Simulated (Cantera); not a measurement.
What does this Cantera script print?

```python
import numpy as np
import cantera as ct

gas_names = """
    CL CL2 H HCL H2 N NH NH2 NH3 N2 N2H2 N2H4 Si SiCL SiCL2 SiCL3 SiCL4 SiH SiHCL3 SiH2 SiH2CL2 SiH3
    SiH3CL SiH4 SiN Si2 Si2N Si3
""".split()
cond_names = """
    NH4CL(a) NH4CL(b) Si(cr) Si(L) Si3N4(a)
""".split()


# ... load() reads the species with a 1 bar reference pressure and builds the phases ...
atoms = {
    'SiCl4': {'Si': 1, 'CL': 4},
    'N2': {'N': 2},
    'NH3': {'N': 1, 'H': 3},
}
top_T = {'Si3N4(a)': 2400}  # K; cautious upper limits of use, not melting points


# ... equilibrate(T, P, feed) seeds the gas with the atoms and calls Mixture.equilibrate('TP', solver="vcs", rtol=1e-11, max_steps=5000) ...
results = []
feed = {'SiCl4': 1, 'N2': 1.8, 'NH3': 2.6}  # mol
T = 873.15  # K
P = 7700  # Pa
mix = equilibrate(T, P, feed)
results.append((T, P, feed, dict(zip(mix.species_names, mix.species_moles))))
print(gas.report(threshold=1e-05))
for i in range(1, mix.n_phases):
    print(f"{mix.phase(i).name:16s} {mix.phase_moles(i):12.5e} mol")
```

Result:

```
       temperature   873.15 K
          pressure   7700 Pa
           density   0.03033 kg/m^3
  mean mol. weight   28.596 kg/kmol
   phase of matter   gas

                          1 kg             1 kmol
                     ---------------   ---------------
          enthalpy        -1.365e+06       -3.9033e+07  J
   internal energy       -1.6188e+06       -4.6293e+07  J
           entropy            8516.4        2.4354e+05  J/K
    Gibbs function        -8.801e+06       -2.5168e+08  J
 heat capacity c_p            1196.2             34206  J/K
 heat capacity c_v             905.4             25891  J/K

                      mass frac. Y      mole frac. X     chem. pot. / RT
                     ---------------   ---------------   ---------------
               HCL           0.39532           0.31007           -40.396
                H2          0.022546           0.31981           -20.883
               NH3         7.171e-06        1.2041e-05           -45.429
                N2           0.31919           0.32583           -28.209
             SiCL4           0.26247           0.04418           -141.67
            SiHCL3        0.00046298         9.775e-05           -122.15
     [  +22 minor]        7.9221e-06        1.6912e-06

Si(cr)            0.00000e+00 mol
Si3N4(a)          2.12125e-01 mol
```

Cantera equilibrium calculation (NASA polynomials, part measured and part estimated; ideal gas, pure solids and liquids).
